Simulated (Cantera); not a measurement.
PbO + CO (carbothermic reduction)

A closed system holds: 1 mol PbO, 8.5 mol CO, at 2350 K.

Cantera equilibrium calculation (NASA polynomials, part measured and part estimated; ideal gas, pure solids and liquids). Candidate condensed phases: C, Pb, PbO, PbO2, Pb3O4; 15 gas species. Gases not in the tables: (PbO)n polymers. Equilibrium is a limit: real reactors are often held back by kinetics, nucleation or transport.

From 0.000100 bar to 10.0 bar nothing is condensed.

| P (Pa) | x CO | x CO2 | x Pb | x O | x O2 | x PbO | x Pb2 |
|---|---|---|---|---|---|---|---|
| 10 | 0.807 | 0.0383 | 0.0991 | 0.0495 | 0.00563 | 0.000366 | 2.64e-9 |
| 36 | 0.801 | 0.0673 | 0.102 | 0.0244 | 0.00490 | 0.000665 | 9.96e-9 |
| 130 | 0.795 | 0.0893 | 0.103 | 0.00902 | 0.00242 | 0.000902 | 3.71e-8 |
| 460 | 0.792 | 0.0993 | 0.104 | 0.00284 | 0.000854 | 0.00101 | 1.33e-7 |
| 1700 | 0.791 | 0.103 | 0.104 | 0.000798 | 0.000248 | 0.00105 | 4.95e-7 |
| 6000 | 0.791 | 0.104 | 0.104 | 0.000228 | 7.18e-5 | 0.00107 | 1.75e-6 |
| 22000 | 0.791 | 0.104 | 0.104 | 6.25e-5 | 1.97e-5 | 0.00107 | 6.41e-6 |
| 77000 | 0.791 | 0.104 | 0.104 | 1.79e-5 | 5.64e-6 | 0.00107 | 2.24e-5 |
| 280000 | 0.791 | 0.104 | 0.104 | 4.91e-6 | 1.55e-6 | 0.00107 | 8.14e-5 |
| 1000000 | 0.791 | 0.104 | 0.104 | 1.38e-6 | 4.34e-7 | 0.00106 | 0.000288 |
x: gas mole fraction; nothing condenses.
